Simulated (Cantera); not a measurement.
A closed system holds: 1 mol Cu2O, 3.3 mol H2, equilibrated at 1402 °C and 1.05 Torr.

Equilibrium computed with Cantera from the NASA thermochemical tables; the gas is ideal and each condensed phase is pure. Candidate condensed phases: Cu, CuO, Cu(OH)2, Cu2O, H2O; 12 gas species. Kinetics and transport are ignored.

Base state: H2 0.638, H2O 0.278, Cu 0.0815, H 0.00248, Cu2 8.71e-5, OH 5.22e-5 (mole fractions); condensed: Cu(l).

### Question
What changes in the equilibrium state with this change: pressure from 1.05 Torr to 750 Torr?

### Answer
| species | before | after |
|---|---|---|
| H2 | 0.638 | 0.697 |
| H2O | 0.278 | 0.303 |
| Cu | 0.0815 | 0.000114 |
| Cu2 | 8.71e-5 | 1.22e-7 |
| OH | 5.22e-5 | 2.04e-6 |
| H | 0.00248 | 9.69e-5 |
| Cu(l), mol | 1.71 | 2.00 |
